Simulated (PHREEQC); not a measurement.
Consider water at 25 °C with 0.001 mol CdSO4, 0.23 mol Na2SO4 and 0.19 mol FeSO4 per kg of water. Closed to the air; pH follows from the charge balance.

Equilibrium calculation in PHREEQC: ion-association model, wateq4f.dat.

```yaml
pH: 5.99
ionic_strength: 0.878 mol/kgw
activity_of_water: 0.985
```

```tsv
species	molality	activity	log γ
Na+	0.381	0.271	-0.148
SO4-2	0.237	0.0386	-0.788
FeSO4	0.103	0.127	0.088
Fe+2	0.0866	0.0184	-0.672
NaSO4-	0.0792	0.0524	-0.180
Cd(SO4)2-2	0.000527	0.000187	-0.449
CdSO4	0.000361	0.000442	0.088
Cd+2	0.000112	3.97e-5	-0.449
FeOH+	8.60e-6	5.58e-6	-0.188
HSO4-	6.13e-6	3.87e-6	-0.200
H+	1.38e-6	1.03e-6	-0.127
FeHSO4+	1.11e-6	8.57e-7	-0.112
OH-	1.63e-8	9.57e-9	-0.230
CdOH+	4.09e-9	3.16e-9	-0.112
```

No solid was allowed to form. Caution: at this ionic strength the ion-association model is outside its range; a Pitzer model would be the better tool where its parameters exist. Species that the database lacks are ignored.
